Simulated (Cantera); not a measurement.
A closed system holds: 1 mol PbO, a varied amount of CO, at 898.15 K and 2.00 bar.

Cantera equilibrium calculation (NASA polynomials, part measured and part estimated; ideal gas, pure solids and liquids). Candidate condensed phases: C, Pb, PbO, PbO2, Pb3O4; 15 gas species. Kinetics and transport are ignored.

### Question
Which condensed phases are stable at each of these points (n(CO) (mol)): 0.86, 2, 3.2, 4.3, 5.5, 6.6, 7.8, 8.9, 10, 11?

### Answer
```csv
n(CO) (mol),condensed phases,Pb condensed (%)
0.86,Pb(l) + PbO(yellow),100.0
2,C(graphite) + Pb(l),100.0
3.2,C(graphite) + Pb(l),100.0
4.3,C(graphite) + Pb(l),100.0
5.5,C(graphite) + Pb(l),100.0
6.6,C(graphite) + Pb(l),100.0
7.8,C(graphite) + Pb(l),100.0
8.9,C(graphite) + Pb(l),100.0
10,C(graphite) + Pb(l),100.0
11,C(graphite) + Pb(l),100.0
```

At 0.86 mol CO the condensed part is Pb(l) + PbO(yellow). From 2 mol CO to 11 mol CO the condensed part is C(graphite) + Pb(l).
